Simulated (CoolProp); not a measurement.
Ethanol along the isotherm 151.55 °C: fugacity coefficient from the reference equation and from simpler models built on Tc = 241.6 °C, pc = 6.268 MPa, ω = 0.644; each cubic takes its own stable root.

The numbers come from the reference Helmholtz-energy equation of state, Schroeder 2014 in CoolProp.

```tsv
p (MPa)	phase	reference	Soave-Redlich-Kwong	Peng-Robinson
6.27	liquid	0.1584	0.1649	0.1608
12.5	liquid	0.08974	0.09595	0.09196
18.8	liquid	0.06735	0.07389	0.06966
25.1	liquid	0.05683	0.06393	0.05931
31.3	liquid	0.05117	0.05895	0.05386
37.6	liquid	0.04785	0.05646	0.05081
43.9	liquid	0.04599	0.05555	0.04924
50.1	liquid	0.04508	0.05570	0.04867
56.4	liquid	0.04484	0.05668	0.04881
62.7	liquid	0.04511	0.05833	0.04952
```
